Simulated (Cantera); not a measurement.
Feed: 1 mol SiCl₄, 0.032 mol HCl, 13 mol H₂, equilibrated at 10.0 mbar.

Method: chemical equilibrium by Gibbs-energy minimisation in Cantera with the NASA 1993 tables (ideal gas, pure condensed phases). Candidate condensed phases: Si; 19 gas species. The tables' values for SiCl₃ are old estimates; treat these amounts as uncertain. Kinetics and transport are ignored. All values below are at 1398 K.

Base state: H₂ 0.805, HCl 0.128, SiCl₂ 0.0603, SiCl₃ 0.00436, SiCl₄ 0.00134, SiHCl₃ 0.000592, H 4.25e-5, SiH₂Cl₂ 3.91e-5 (mole fractions); condensed: Si(s).

Question: What changes in the equilibrium state with this change: H₂ from 13 to 73 mol?

Answer: 
```csv
species,before,after
H₂,0.805,0.952
HCl,0.128,0.0422
SiCl₂,0.0603,0.00552
SiCl₄,0.00134,1.13e-5
SiCl₃,0.00436,0.000121
SiHCl₃,0.000592,1.78e-5
SiH₂Cl₂,3.91e-5,4.23e-6
H,4.25e-5,4.62e-5
"Si(s), mol",0.00217,0.574
```
